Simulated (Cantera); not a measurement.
What does this Cantera script print?

```python
import numpy as np
import cantera as ct

gas_names = """
    CL CLO CL2 Mg MgCL MgCL2 MgO Mg2 O O2 O3 Si SiCL SiCL2 SiCL3 SiCL4 SiO SiO2 Si2 Si3
""".split()
cond_names = """
    Mg(cr) Mg(L) MgCL2(s) MgCL2(L) MgO(s) MgO(L) MgSiO3(I) MgSiO3(II) MgSiO3(III) MgSiO3(L) Mg2SiO4(s)
    Mg2SiO4(L) Si(cr) Si(L) SiO2(Lqz) SiO2(hqz) SiO2(L)
""".split()


# ... load() reads the species with a 1 bar reference pressure and builds the phases ...
atoms = {
    'SiO2': {'Si': 1, 'O': 2},
    'MgO': {'Mg': 1, 'O': 1},
    'O2': {'O': 2},
    'MgCl2': {'Mg': 1, 'CL': 2},
}
top_T = {}  # K; cautious upper limits of use, not melting points


# ... equilibrate(T, P, feed) seeds the gas with the atoms and calls Mixture.equilibrate('TP', solver="vcs", rtol=1e-11, max_steps=5000) ...
results = []
T = 700  # K
P = 1000  # Pa
for m in [0.29, 0.45, 0.6, 0.75, 0.9, 1.1, 1.2, 1.4, 1.5, 1.7, 1.8]:
    feed = {'SiO2': 1, 'MgO': m, 'O2': 8.7, 'MgCl2': 0.33}  # mol
    mix = equilibrate(T, P, feed)
    results.append((T, P, feed, dict(zip(mix.species_names, mix.species_moles))))

top = {s: max(r[3][s] / sum(r[3][g] for g in gas_names) for r in results) for s in gas_names}
cols = sorted((s for s in top if top[s] > 0.0001), key=lambda s: -top[s])[:6]
seen = [c for c in cond_names if any(r[3].get(c, 0) > 1e-12 for r in results)]
print("log10 of partial pressures in bar; condensed amounts in mol")
print(f"{'n(MgO)':>10s}" + "".join(f"{s[:9]:>10s}" for s in cols + seen))
for T, P, feed, n in results:
    ng = sum(n[g] for g in gas_names)
    print(f"{feed['MgO']:10.4g}" + "".join(f"{np.log10(max(n[s] / ng * P / 1e5, 1e-99)):10.3f}" for s in cols)
          + "".join(f"{n.get(c, 0):10.4g}" for c in seen))
```

Result:

```
log10 of partial pressures in bar; condensed amounts in mol
    n(MgO)        O2       CL2    MgO(s) MgSiO3(I) Mg2SiO4(s SiO2(Lqz)
      0.29    -2.016    -3.429         0      0.62         0      0.38
      0.45    -2.016    -3.429         0      0.78         0      0.22
       0.6    -2.016    -3.429         0      0.93         0      0.07
      0.75    -2.016    -3.429         0      0.92      0.08         0
       0.9    -2.016    -3.429         0      0.77      0.23         0
       1.1    -2.016    -3.429         0      0.57      0.43         0
       1.2    -2.016    -3.429         0      0.47      0.53         0
       1.4    -2.016    -3.429         0      0.27      0.73         0
       1.5    -2.016    -3.429         0      0.17      0.83         0
       1.7    -2.016    -3.429      0.03         0         1         0
       1.8    -2.016    -3.429      0.13         0         1         0
```

Equilibrium computed with Cantera from the NASA thermochemical tables; the gas is ideal and each condensed phase is pure. Condensed phases not in the tables: alloys, solid solutions and most ternary compounds.
